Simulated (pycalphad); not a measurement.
CALPHAD calculation (pycalphad, COST 507 light-alloy database (1999)), 1 atm. These are 1990s assessments: newer ones move some temperatures and phases. Phase fractions are per mole of atoms.

Q: Give the equilibrium state of Si-30.82Cu (at.%) at 1050 K.

A: 
```
T = 1050.00 K, P = 101325 Pa, N = 1 mol of atoms
G = -40129 J/mol, H = 19844 J/mol, S = 57.12 J/(mol K)  (SER reference)
chemical potentials (J/mol): Si -32780, Cu -56623
phase             fraction      x(Si)      x(Cu)
DIAMOND_A4          0.5945     1.0000       none
CU19SI6_ETA         0.4055     0.2400     0.7600
```

Q: Give the equilibrium state of Si-30.82Cu (at.%) at 1150 K.

A: 
```
T = 1150.00 K, P = 101325 Pa, N = 1 mol of atoms
G = -46283 J/mol, H = 27657 J/mol, S = 64.30 J/(mol K)  (SER reference)
chemical potentials (J/mol): Si -37765, Cu -65402
phase             fraction      x(Si)      x(Cu)
DIAMOND_A4          0.5301     1.0000       none
LIQUID              0.4699     0.3441     0.6559
```

Database names, with the compositions (at.%) that they take in these runs: CU19SI6_ETA: Cu 76 Si 24. DIAMOND_A4 is diamond (Si). An entry "none" or "no" means that the model of the phase leaves that element out.
